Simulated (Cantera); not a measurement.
## Thermodynamics of silicon etching in halogen gases, feed Si + HCl

Charge: 1 mol Si, 12 mol HCl, held at 0.0615 Torr.

Method: chemical equilibrium by Gibbs-energy minimisation in Cantera with the NASA 1993 tables (ideal gas, pure condensed phases). Candidate condensed phases: Si; 19 gas species. The tables' values for SiCl₃, SiCl are old estimates; treat these amounts as uncertain. Equilibrium is a limit: real reactors are often held back by kinetics, nucleation or transport.

```
T (°C)  x HCl    x H₂   x SiCl₄   x SiCl₂   x SiCl₃      x Cl       x H  x SiHCl₃
------  -----  ------  --------  --------  --------  --------  --------  --------
227     0.727   0.182    0.0909    <1e-12    <1e-12    <1e-12    <1e-12   3.62e-8
327     0.727   0.182    0.0909    <1e-12  5.14e-10    <1e-12    <1e-12   6.25e-7
427     0.727   0.182    0.0909  2.49e-11   8.29e-8  5.34e-12  1.19e-12   4.64e-6
527     0.727   0.182    0.0909   1.66e-8   3.68e-6  5.65e-10  1.36e-10   2.05e-5
627     0.727   0.182    0.0908   2.53e-6   6.94e-5   2.15e-8   5.50e-9   6.44e-5
727     0.728   0.181    0.0899  0.000136  0.000711   3.99e-7   1.07e-7  0.000157
827     0.734   0.175    0.0827   0.00310   0.00430   4.48e-6   1.20e-6  0.000291
927     0.764   0.147    0.0532    0.0230    0.0118   3.76e-5   8.37e-6  0.000279
1027    0.804   0.111    0.0187    0.0536    0.0130  0.000249   4.07e-5  0.000118
1127    0.821  0.0932   0.00442    0.0710   0.00860   0.00119  0.000164   3.55e-5
1227    0.823  0.0887  0.000958    0.0776   0.00484   0.00433  0.000579   1.07e-5
1327    0.813  0.0899  0.000221    0.0799   0.00268    0.0129   0.00180   3.53e-6
```
x: gas mole fraction; nothing condenses.

From 227 °C to 1327 °C nothing is condensed. The main Si-bearing gas is SiCl₄ at 227 °C and SiCl₂ at 1327 °C.
